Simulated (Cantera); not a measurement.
Diamond growth

A diamond (100) surface in a fixed gas of H2 with x(CH4) = 0.02, x(H) = 0.013, at 1273 K, 21.0 Torr; coverages are run to steady state.

Model: the Harris–Goodwin 1993 mechanism for the reconstructed diamond (100) surface, integrated in Cantera.

```tsv
x(CH3)	growth (µm/h)	θ c6HH	θ c6H*	θ c6*H	θ c6**	θ c6HM
1e-06	0.00789	0.394	0.0464	0.518	0.0415	2.09e-6
2.4e-06	0.0189	0.394	0.0464	0.518	0.0415	5.02e-6
5.7e-06	0.0450	0.394	0.0464	0.518	0.0415	1.19e-5
1.4e-05	0.110	0.394	0.0464	0.518	0.0415	2.93e-5
3.3e-05	0.260	0.394	0.0464	0.518	0.0414	6.89e-5
7.8e-05	0.615	0.394	0.0464	0.518	0.0414	0.000163
0.00019	1.49	0.394	0.0464	0.518	0.0413	0.000396
0.00044	3.45	0.393	0.0463	0.517	0.0411	0.000915
0.0011	8.53	0.393	0.0462	0.516	0.0405	0.00227
```
θ: site fractions in the mechanism's names (c6HH fully hydrogenated, c6H* and c6*H radical sites, c6** diradical, c6HM methylated).
